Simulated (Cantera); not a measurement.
A perfectly stirred reactor is fed with 75.8 % N2O, 24.2 % N2, at 0.395 atm; it is held at 1100 K, and followed from long to short residence time.

Detailed kinetics in Cantera: GRI-Mech 3.0 (53 species, 325 reactions). GRI-Mech 3.0 was tuned for natural gas; its chemistry of N2O as a main component is partial and can be far from experiment. The mechanism lacks the step 2 NO + O2 → 2 NO2, which can matter for NO2 below about 1400 K. The temperature is held fixed by assumption; the heat of reaction is taken as removed at once.

x: mole fraction; the columns are a selection and need not sum to one.

```tsv
τ (s)	x N2O	x O2	x NO	x NO2	x N2
1.8	0.705	0.0178	0.00257	1.29e-5	0.275
0.73	0.735	0.00755	0.00110	4.92e-6	0.256
0.30	0.748	[?]	[?]	[?]	0.248
0.13	0.753	0.00138	0.000202	4.92e-7	0.245
0.052	0.756	0.000555	8.11e-5	1.08e-7	0.243
0.022	0.757	[?]	[?]	[?]	0.243
0.0090	0.757	9.59e-5	1.40e-5	4.04e-9	0.243
0.0037	0.757	3.93e-5	5.75e-6	6.98e-10	0.242
```

Problem. What belongs in the gaps?

Solution. 
- 0.30, x O2: 0.00316
- 0.30, x NO: 0.000461
- 0.30, x NO2: 1.64e-6
- 0.022, x O2: 0.000235
- 0.022, x NO: 3.44e-5
- 0.022, x NO2: 2.25e-8
